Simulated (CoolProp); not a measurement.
CH2F2 (R32) along the isotherm 435 K: density (kg/m³) from the reference equation and from simpler models built on Tc = 351.3 K, pc = 57.83 bar, ω = 0.277; each cubic takes its own stable root.

Computed with CoolProp (reference Helmholtz-energy equation of state, Tillner-Roth 1997).

| p (bar) | phase | reference |
|---|---|---|
| 18.1 | gas | 27.59 |
| 36.1 | gas | 58.59 |
| 54.2 | gas | 94.20 |
| 72.3 | supercritical | 135.3 |
| 90.4 | supercritical | 182.7 |
| 108 | supercritical | 235.3 |
| 126 | supercritical | 294.4 |
| 145 | supercritical | 358.4 |

### Question
How far does each simpler model (van der Waals, Soave-Redlich-Kwong) lie from the reference over these 8 states: mean and median of the absolute difference, and the worst?

### Answer
- van der Waals: mean 3.7 %, median 2.6 %, worst +9.5 % at 435 K and 108 bar
- Soave-Redlich-Kwong: mean 6.9 %, median 5.9 %, worst -15.6 % at 435 K and 145 bar
